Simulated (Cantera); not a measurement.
Feed: 1 mol SiHCl3, 2.5 mol NH3, 1.3 mol N2, held at 802 °C and 750 Torr.

Method: chemical equilibrium by Gibbs-energy minimisation in Cantera with the NASA 1993 tables (ideal gas, pure condensed phases). Candidate condensed phases: NH4Cl, Si, Si3N4; 28 gas species. The tables' values for SiCl3 are old estimates; treat these amounts as uncertain. Rates play no part.

Base state: H2 0.413, HCl 0.296, N2 0.266, SiCl4 0.0248, SiHCl3 0.000430, NH3 5.01e-5, SiCl3 2.85e-5 (mole fractions); condensed: Si3N4(s).

Problem. What changes in the equilibrium state with this change: pressure from 750 Torr to 7.50 Torr?

Solution. 
```
species         before     after
-------------  -------  --------
H2               0.413     0.386
HCl              0.296     0.346
N2               0.266     0.256
SiCl4           0.0248    0.0118
NH3            5.01e-5   4.43e-7
SiCl2          5.19e-7   1.68e-5
SiCl3          2.85e-5  0.000112
Si3N4(s), mol    0.270     0.303
```
